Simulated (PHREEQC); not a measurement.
0.5 g of hydrous ferric oxide (600 m²/g; 0.2 weak and 0.005 strong sites per Fe, Dzombak-Morel constants, diffuse double layer) in 1 kg of water with 0.01 mol/kgw of an inert sodium salt and 2.4e-06 mol ZnCl2, at 25 °C; the pH is set by adding NaOH or the inert anion's acid. Oxygen is held at 0.21 atm. No CO2 enters from the air. Nothing may precipitate in this run.

Base run: PHREEQC, ion-association model, wateq4f.dat. Each further column changes one thing. The table gives surface charge σ (C/m²).

```
pH     base  background salt from 0.01 to 0.001 mol/kgw  oxide from 0.5 to 2.5 g/kgw
---  ------  ------------------------------------------  ---------------------------
3     0.326                                       0.261                        0.331
3.5   0.276                                       0.182                        0.283
4     0.217                                       0.123                        0.224
4.5   0.161                                       0.081                        0.165
5     0.114                                       0.052                        0.116
5.5   0.077                                       0.032                        0.078
6.5   0.030                                       0.011                        0.031
7     0.017                                       0.006                        0.017
7.5   0.008                                       0.003                        0.008
8     0.001                                       0.000                        0.001
8.5  -0.005                                      -0.002                       -0.005
9    -0.013                                      -0.004                       -0.013
```

The oxide is taken as insoluble; below pH 4 it would dissolve.
